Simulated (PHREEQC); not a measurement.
0.014 g of hydrous ferric oxide (600 m²/g; 0.2 weak and 0.005 strong sites per Fe, Dzombak-Morel constants, diffuse double layer) in 1 kg of water with 0.05 mol/kgw of an inert sodium salt and 3.8e-05 mol SrCl2 and 1.6e-05 mol Ag2SO4, at 25 °C; the pH is set by adding NaOH or the inert anion's acid. O2 is buffered at 0.21 atm. CO2 from the air is kept out. Nothing may precipitate in this run.

Model: ion-association model, wateq4f.dat, run in PHREEQC.

| pH | Sr sorbed (%) | S sorbed (%) | Ag sorbed (%) |
|---|---|---|---|
| 4 | 0.0 | 46.3 | 0.0 |
| 4.67 | 0.0 | 36.6 | 0.0 |
| 5.33 | 0.0 | 22.0 | 0.1 |
| 6 | 0.0 | 8.2 | 0.6 |
| 6.67 | 0.0 | 1.5 | 1.5 |
| 7.33 | 0.0 | 0.1 | 2.3 |
| 8 | 0.1 | 0.0 | 3.2 |
| 8.67 | 0.5 | 0.0 | 6.1 |
| 9.33 | 4.1 | 0.0 | 14.9 |
| 10 | 12.9 | 0.0 | 27.7 |
| 10.67 | 19.3 | 0.0 | 34.2 |
| 11.33 | 23.3 | 0.0 | 33.5 |
| 12 | 33.2 | 0.0 | 21.3 |

Along this series the solution becomes supersaturated in solids that the run did not let form, among them Cerargyrite, Ag2O.
